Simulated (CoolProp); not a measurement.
Vapour-liquid equilibrium of n-heptane (1) + n-dodecane (2) at 117.75 °C; x and y are mole fractions of (1).

Values from CoolProp's multi-fluid Helmholtz-energy mixture model, Span 2003 and Lemmon 2004; pair parameters Bell 2016.

```csv
x,"bubble pressure, mixture model (MPa)","bubble pressure, Raoult's law (MPa)","y, mixture model","y, Raoult's law"
0.05,0.01192,0.01291,0.640,0.671
0.2,0.03617,0.03822,0.898,0.906
0.35,0.06184,0.06353,0.950,0.954
0.5,0.08765,0.08884,0.972,0.975
0.65,0.1131,0.1141,0.984,0.986
0.8,0.1383,0.1395,0.992,0.994
0.95,0.1642,0.1648,0.998,0.999
```

The largest gap from Raoult's law is -7.7 % in bubble pressure, at x = 0.05. No azeotrope shows between x = 0.05 and 0.95.

The pair parameters rest on a limited set of measurements; away from them the model extrapolates.
